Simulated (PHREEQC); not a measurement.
PHREEQC input (Pitzer model, pitzer.dat):

```
SOLUTION 1
  temp 20
  units mol/kgw
  pH 7 charge
  Cl 0.0056
  Na 0.2286
  C(4) 0.02
  S(6) 0.081
END
USE solution 1
INCREMENTAL_REACTIONS false
REACTION 1
  H2O -1
  0 9.886 18.011 24.689 30.178 34.689 38.397 41.444
  43.949 46.007 47.699 49.089 50.232 51.172 51.944 52.578
  53.1 53.528 53.88 54.17 54.408 moles
EQUILIBRIUM_PHASES 1
  Burkeite 0 0
  Halite 0 0
  Mirabilite 0 0
  Nahcolite 0 0
  Natron 0 0
  Thenardite 0 0
  Trona 0 0
  CO2(g) -3.4 10
SELECTED_OUTPUT 1
  -reset false
  -pH true
  -pe true
  -ionic_strength true
  -water true
  -activities H2O
  -totals C Cl Na S
  -molalities H+ Na+ Cl- CO3-2 SO4-2 OH- HCO3- CO2 HSO4-
  -equilibrium_phases Burkeite Halite Mirabilite Nahcolite Natron Thenardite Trona
PRINT
  -reset false
END
```

Selected output (columns that matter, 16 of 21 rows; water left (kg) added in front):

```
water left (kg)	pH	mu	C	Cl	Na	S	m_H+	m_Na+	m_Cl-	m_CO3-2	m_SO4-2	la_H2O	Mirabilite	Trona
0.999908	9.534	0.32448	0.046138	0.0056005	0.22862	0.081007	4.8673e-10	0.22862	0.0056005	0.014848	0.081007	-0.0022722	0	0
0.821822	9.5711	0.3961	0.054821	0.0068141	0.27816	0.098562	4.6316e-10	0.27816	0.0068141	0.019381	0.098562	-0.0027172	0	0
0.555168	9.6383	0.59003	0.077482	0.010087	0.41177	0.1459	4.2791e-10	0.41177	0.010087	0.032362	0.1459	-0.003879	0	0
0.456295	9.6685	0.71996	0.092194	0.012273	0.50099	0.17752	4.1508e-10	0.50099	0.012273	0.041455	0.17752	-0.0046299	0	0
0.375041	9.6963	0.87834	0.10978	0.014932	0.60953	0.21598	4.0478e-10	0.60953	0.014932	0.052831	0.21598	-0.0055214	0	0
0.253372	9.7451	1.3066	0.15604	0.022102	0.90223	0.31969	3.8969e-10	0.90223	0.022102	0.084663	0.31969	-0.0078324	0	0
0.208255	9.7661	1.5932	0.18631	0.02689	1.0977	0.38895	3.8366e-10	1.0977	0.02689	0.10654	0.38895	-0.0093194	0	0
0.171191	9.7848	1.9421	0.22269	0.032712	1.3354	0.47316	3.7757e-10	1.3354	0.032712	0.13358	0.47316	-0.011086	0	0
0.115687	9.8151	2.8841	0.31933	0.048407	1.976	0.70017	3.6056e-10	1.976	0.048407	0.20789	0.70017	-0.015732	0	0
0.0951035	9.8269	3.5135	0.38321	0.058883	2.4037	0.8517	3.4661e-10	2.4037	0.058883	0.25812	0.8517	-0.018818	0	0
0.0781763	9.8363	4.2798	0.46067	0.071633	2.9242	1.0361	3.2663e-10	2.9242	0.071633	0.31955	1.0361	-0.022634	0	0
0.0490772	9.8924	5.5519	0.71507	0.11411	3.8018	1.2224	2.6278e-10	3.8018	0.11411	0.5278	1.2224	-0.029725	0.02101	0
0.0367286	9.9391	6.0935	0.94154	0.15247	4.1873	1.187	2.2883e-10	4.1873	0.15247	0.71921	1.187	-0.033337	0.037403	0
0.02669	9.9827	6.9452	1.2783	0.20982	4.7905	1.1476	1.9489e-10	4.7905	0.20982	1.0071	1.1476	-0.039216	0.05037	0
0.0120026	10.03	10.752	2.612	0.46656	7.4801	1.1291	1.1219e-10	7.4801	0.46656	2.1433	1.1291	-0.070806	0.067448	0.0013075
0.00602598	10.006	10.389	2.3246	0.92931	7.3731	1.1034	9.8795e-11	7.3731	0.92931	1.9122	1.1034	-0.076137	0.074351	0.011823
```
